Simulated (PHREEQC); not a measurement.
BaCl2 is added in steps, without added water, to 1 kg of water holding 56 mmol/kgw KHCO3, at 20 °C. Oxygen alone is held at its pressure in air (log pO2 = -0.68). No CO2 enters from the air. The run lets Witherite, Sylvite precipitate or redissolve, and no other solid.

Base run: PHREEQC, ion-association model, phreeqc.dat. Each further column changes one thing. The table gives Ba in solution (mol/kgw).

```tsv
BaCl2 added (mol)	base	metal-ligand complexes left out	database wateq4f.dat	Debye-Hückel limiting law	Davies equation for every ion
0	0	0	0	0	0
0.0042	0.000189	0.000161	0.000185	___	0.000191
0.0084	0.000509	0.000448	0.000498	___	0.000513
0.0126	0.00109	0.000987	0.00107	0.00154	0.00110
0.0168	0.00213	0.00199	0.00209	0.00292	0.00215
0.021	0.00386	0.00367	0.00381	0.00501	0.00388
0.0252	0.00633	0.00610	0.00626	0.00779	0.00634
0.0308	0.0105	0.0102	0.0104	0.0123	0.0105
0.035	0.0140	0.0137	0.0139	0.0159	0.0140
0.0392	0.0177	0.0174	0.0176	0.0198	0.0177
0.0434	0.0215	0.0212	0.0215	0.0238	0.0215
0.0476	0.0255	0.0251	0.0254	0.0279	0.0254
0.0518	0.0294	0.0290	0.0294	___	0.0294
0.056	0.0335	0.0330	0.0334	0.0362	0.0334
```

**Question.** Complete the blanks.

**Answer.** 
- 0.0042, Debye-Hückel limiting law: 0.000276
- 0.0084, Debye-Hückel limiting law: 0.000734
- 0.0518, Debye-Hückel limiting law: 0.0320

 phreeqc.dat and wateq4f.dat share most of their constants, so their agreement is no independent check. Solids allowed in the column 'database wateq4f.dat': Witherite.
